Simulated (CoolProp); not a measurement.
Values from CoolProp's reference Helmholtz-energy equation of state, Kamei 1995.

**Question.** For R22, give the phase and the speed of sound (m/s), viscosity (µPa s), conductivity (mW/(m K)) at 164.45 °C and 218 kPa.

**Answer.** 
- 164.45 °C and 218 kPa: gas; speed of sound 217, viscosity 20.0, conductivity 22.1

Viscosity comes from a separate model (Bell 2016), an estimate that may be off by 10 % or more. Thermal conductivity comes from a separate model (McLinden 2000), an estimate that may be off by 10 % or more.
